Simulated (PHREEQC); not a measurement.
Model water analysis in mmol/kgw, 25 °C, pH 6.92: Na 167; K 1.46; Ca 1.81; Mg 2.81; Cl 164; S(6) 9.72; Alkalinity (meq/kgw) 0.368; Si 1.5.

Valence states are taken as typed.

All values are PHREEQC results (Pitzer model, pitzer.dat), not measurements.

```tsv
quantity	before	after
HCO3- (mol/kgw)	0.000364	0.000360
CO2 (mol/kgw)	7.56e-5	3.75e-5
H3SiO4- (mol/kgw)	2.85e-6	5.68e-6
CO3-2 (mol/kgw)	4.77e-7	9.40e-7
MgCO3 (mol/kgw)	7.99e-8	1.58e-7
HSO4- (mol/kgw)	3.32e-8	1.67e-8
SI of SiO2(a) (SiO2)	-0.15	-0.15
SI of Gypsum (CaSO4:2H2O)	-1.38	-1.38
```

Problem. Which change was made?
(A) pH from 6.92 to 7.22 at the same alkalinity
(B) S(6) from 9.72 to 19.4 mmol/kgw
(C) Alkalinity from 0.368 to 0.184 mmol/kgw

Solution. A, pH from 6.92 to 7.22 at the same alkalinity

Precipitation was switched off in this run.
